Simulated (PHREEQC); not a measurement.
A made-up water analysis in mg/L, 25 °C, pH 6, pe 10.3: Na 6.95; K 4.14; Ca 11.2; Mg 0.127; Cl 10.8; S(6) as SO4 23.1; Alkalinity as HCO3 11.4; Si as SiO2 0.00601; Li 0.0057.

Cl is adjusted to close the charge balance.
Valence states are taken as typed.

Equilibrium calculation in PHREEQC: ion-association model, phreeqc.dat.

Precipitation was switched off in this run.

**Question.** Estimate the specific conductance.

**Answer.** specific conductance 119 µS/cm.

**Question.** In which forms is S present?

**Answer.** SO4-2 96 %, CaSO4 3.3 % of the S.
